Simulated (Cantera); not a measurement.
An isothermal, constant-pressure homogeneous reactor starts with 33.3 % CH4, 66.7 % CO2, at 1375 K and 1.09 atm.

Cantera simulation using GRI-Mech 3.0 (53 species, 325 reactions); the numbers are that mechanism's predictions, not measurements.

x: mole fraction; the columns are a selection and need not sum to one.

| t (s) | x CH4 | x CO2 | x CH2 | x HO2 | x CH2O | x H2 | x OH |
|---|---|---|---|---|---|---|---|
| 0.000900 | 0.333 | 0.667 | 1.58e-11 | <1e-12 | 6.66e-9 | 1.07e-5 | 1.91e-11 |
| 0.00303 | 0.333 | 0.667 | 2.55e-11 | <1e-12 | 5.51e-8 | 3.86e-5 | 2.11e-11 |
| 0.0102 | 0.333 | 0.667 | 3.84e-11 | <1e-12 | 2.44e-7 | 0.000141 | 2.64e-11 |
| 0.0343 | 0.332 | 0.667 | 7.45e-11 | <1e-12 | 7.98e-7 | 0.000576 | 5.22e-11 |
| 0.116 | 0.329 | 0.666 | 1.25e-10 | <1e-12 | 1.28e-6 | (withheld) | 1.88e-10 |
| 0.389 | 0.319 | 0.660 | 1.20e-10 | <1e-12 | 1.20e-6 | 0.0129 | 7.46e-10 |
| 1.31 | (withheld) | 0.633 | 1.07e-10 | <1e-12 | (withheld) | (withheld) | (withheld) |
| 4.41 | 0.214 | 0.538 | 1.96e-10 | <1e-12 | 1.07e-6 | 0.0616 | 9.47e-9 |
| 14.9 | 0.0949 | 0.349 | 5.55e-10 | <1e-12 | 1.56e-6 | 0.0779 | 2.72e-8 |
| 50.0 | 0.0514 | 0.242 | 3.48e-10 | <1e-12 | 5.28e-7 | 0.126 | 3.14e-8 |

Problem. Some entries are withheld; supply them.

Solution. 
- 0.116, x H2: 0.00287
- 1.31, x CH4: 0.287
- 1.31, x CH2O: 9.72e-7
- 1.31, x H2: 0.0374
- 1.31, x OH: 2.66e-9
